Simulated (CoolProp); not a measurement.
Nitrogen at 293.15 K and 4.45 MPa is throttled through a valve to 0.497 MPa with no heat exchange. Each further row changes one setting.

Model: reference Helmholtz-energy equation of state, Span 2000, in CoolProp.

```
case                       temperature change (K)  final density (kg/m³)
-------------------------  ----------------------  ---------------------
as stated                                    -8.3                   5.89
outlet pressure 0.149 MPa                    -9.2                   1.77
outlet pressure 0.646 MPa                    -8.0                   7.65
```
